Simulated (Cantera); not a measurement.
A perfectly stirred reactor is fed with C2H6 : N2 = 1 : 78 (molar parts), at 0.220 bar; it is held at 1950 K, and followed from long to short residence time.

Detailed kinetics in Cantera: GRI-Mech 3.0 (53 species, 325 reactions). GRI-Mech 3.0 stops at C3 and has no aromatics, soot or wall deposition, so with more carbon than oxygen in the feed, carbon stays in small species such as C2H2 where larger ones or solid carbon would form.

```tsv
quantity	before	after
x(C2H6) at τ = 3.80 s	5.46e-8	4.89e-6
x(H) at τ = 3.80 s	0.000395	2.10e-5
x(CH2) at τ = 3.80 s	5.47e-7	2.91e-8
x(CH3) at τ = 3.80 s	2.77e-5	3.61e-5
x(HCN) at τ = 3.80 s	0.00351	3.75e-6
x(C2H6) at τ = 0.130 s	1.54e-6	7.04e-5
x(H) at τ = 0.130 s	0.000456	5.46e-5
x(CH2) at τ = 0.130 s	3.25e-6	2.66e-7
x(CH3) at τ = 0.130 s	0.000154	0.000135
x(HCN) at τ = 0.130 s	0.00103	3.31e-6
```

Which change was made?
A. pressure from 0.220 bar to 0.0133 bar
B. temperature 1950 to 1173 K
C. temperature 1950 to 1550 K
D. pressure from 0.220 bar to 0.760 bar

C, temperature 1950 to 1550 K
